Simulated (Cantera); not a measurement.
Feed: 1 mol MgO, 0.16 mol H2S, 1.2 mol N2, held at 5400 Pa.

Method: chemical equilibrium by Gibbs-energy minimisation in Cantera with the NASA 1993 tables (ideal gas, pure condensed phases). Candidate condensed phases: H2O, H2SO4, Mg, MgO, Mg(OH)2, MgS, MgSO4, S; 43 gas species. Mutual solubility and eutectic melting of coexisting phases are not modelled. The numbers say what is thermodynamically allowed, not how fast it happens. All values below are at 1202 °C.

Base state: N2 0.842, H2 0.0907, S2 0.0451, H2S 0.0184, H2O 0.00278, SH 0.000936, S 2.77e-5, H 1.68e-5 (mole fractions); condensed: MgO(s) + MgS(s).

Question: What changes in the equilibrium state with this change: pressure from 5400 Pa to 101000 Pa?

Answer: 
| species | before | after |
|---|---|---|
| N2 | 0.842 | 0.855 |
| H2 | 0.0907 | 0.0619 |
| H2S | 0.0184 | 0.0449 |
| S2 | 0.0451 | 0.0308 |
| S | 2.77e-5 | 5.28e-6 |
| H | 1.68e-5 | 3.21e-6 |
| H2O | 0.00278 | 0.00680 |
| SH | 0.000936 | 0.000639 |
| MgO(s), mol | 0.996 | 0.990 |
| MgS(s), mol | 0.00398 | 0.00957 |
